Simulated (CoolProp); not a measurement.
Vapour-liquid equilibrium of R1234yf (1) + R134a (2) at 305.5 K; x and y are mole fractions of (1).

Model: multi-fluid Helmholtz-energy mixture model, Lemmon 2022 and Tillner-Roth 1994; pair parameters Bell 2022, in CoolProp.

### Question
Give the bubble pressure and the first vapour's composition at x = 0.05, 0.125, 0.35. Is there an azeotrope?

### Answer
x = 0.05: 832.6 kPa, y = 0.058; x = 0.125: 844.2 kPa, y = 0.140; x = 0.35: 866.0 kPa, y = 0.363. y crosses x between x = 0.5 and 0.575: the model has an azeotrope there.

Pair parameters are fitted to limited data, so mixtures are less certain than the pure fluids.
